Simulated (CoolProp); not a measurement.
Properties of CH2F2 (R32) along the isotherm 372.4 K.

Computed with CoolProp (reference Helmholtz-energy equation of state, Tillner-Roth 1997).

```tsv
p (MPa)	phase	cv (kJ/(kg K))	speed of sound (m/s)
0.789	gas	(withheld)	260.5
1.58	gas	0.8350	252.9
2.37	gas	0.8643	(withheld)
3.15	gas	(withheld)	236.9
3.94	gas	0.9305	228.3
4.73	gas	(withheld)	(withheld)
5.52	gas	(withheld)	209.4
6.31	supercritical	1.062	199.3
7.1	supercritical	1.118	(withheld)
7.89	supercritical	1.168	183.5
8.67	supercritical	1.157	194.8
```

### Question
Complete the blanks.

### Answer

- 0.789, cv (kJ/(kg K)): 0.8078
- 2.37, speed of sound (m/s): 245.1
- 3.15, cv (kJ/(kg K)): 0.8957
- 4.73, cv (kJ/(kg K)): 0.9690
- 4.73, speed of sound (m/s): 219.1
- 5.52, cv (kJ/(kg K)): 1.012
- 7.1, speed of sound (m/s): 189.3
